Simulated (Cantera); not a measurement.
Feed: 1 mol (CH3)2SiCl2, 0.17 mol C3H8, 59 mol H2, held at 2600 K and 300 Pa.

These are equilibrium values from Cantera (NASA tables, ideal gas, pure condensed phases), not measurements of a reactor. Candidate condensed phases: C, C6H6, C7H8, C8H18, Si, SiC; 109 gas species. The feed counts by its element totals alone. The tables' values for SiCl are old estimates; treat these amounts as uncertain. Kinetics and transport are ignored.

Q: What is the equilibrium state?

A: 
- x(H): 0.482
- x(H2): 0.473
- x(HCl): 0.0136
- x(Cl): 0.00968
- x(Si): 0.00857
- x(C2H2 (acetylene)): 0.00768
- x(SiC2): 0.00293
- x(C3): 0.000738
- x(C2H): 0.000688
- n(C(graphite)): 0.325 mol
- gas amount: 85.92 mol
- log10 activity of Si(l) (absent): -2.58
